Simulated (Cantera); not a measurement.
An isothermal, constant-pressure homogeneous reactor starts with CH4 : H2 = 0.017 : 1 (molar parts), at 1650 K and 0.109 atm. Integrator tolerance rtol = 1e-08.

Detailed kinetics in Cantera: GRI-Mech 3.0 (53 species, 325 reactions). GRI-Mech 3.0 stops at C3 and has no aromatics, soot or wall deposition, so with more carbon than oxygen in the feed, carbon stays in small species such as C2H2 where larger ones or solid carbon would form.

Question: What does this change do: temperature 1650 to 2698 K?

Answer: 
| quantity | before | after |
|---|---|---|
| x(CH4) at 30.0 s | 0.00186 (gas-phase equilibrium 0.00180) | 5.19e-6 (gas-phase equilibrium 5.27e-6) |
| x(H2) at 30.0 s | 0.991 (gas-phase equilibrium 0.991) | 0.836 (gas-phase equilibrium 0.836) |
| x(C2H6) at 30.0 s | 1.97e-8 (gas-phase equilibrium 1.91e-8) | 1.35e-12 (gas-phase equilibrium 1.39e-12) |
| x(C2H4) at 30.0 s | 5.69e-5 (gas-phase equilibrium 5.72e-5) | 2.58e-7 (gas-phase equilibrium 2.58e-7) |
| x(CH2) at 30.0 s | 2.85e-9 (gas-phase equilibrium 2.76e-9) | 5.32e-6 (gas-phase equilibrium 5.40e-6) |
| x(C2H2) at 30.0 s | 0.00724 (gas-phase equilibrium 0.00727) | 0.00741 (gas-phase equilibrium 0.00741) |

Question: What does this change do: pressure from 0.109 atm to 0.336 atm?

Answer: 
| quantity | before | after |
|---|---|---|
| x(CH4) at 30.0 s | 0.00186 (gas-phase equilibrium 0.00180) | 0.00491 (gas-phase equilibrium 0.00491) |
| x(H2) at 30.0 s | 0.991 (gas-phase equilibrium 0.991) | 0.989 (gas-phase equilibrium 0.989) |
| x(C2H6) at 30.0 s | 1.97e-8 (gas-phase equilibrium 1.91e-8) | 1.41e-7 (gas-phase equilibrium 1.41e-7) |
| x(C2H4) at 30.0 s | 5.69e-5 (gas-phase equilibrium 5.72e-5) | 0.000137 (gas-phase equilibrium 0.000137) |
| x(CH2) at 30.0 s | 2.85e-9 (gas-phase equilibrium 2.76e-9) | 2.44e-9 (gas-phase equilibrium 2.44e-9) |
| x(C2H2) at 30.0 s | 0.00724 (gas-phase equilibrium 0.00727) | 0.00566 (gas-phase equilibrium 0.00566) |
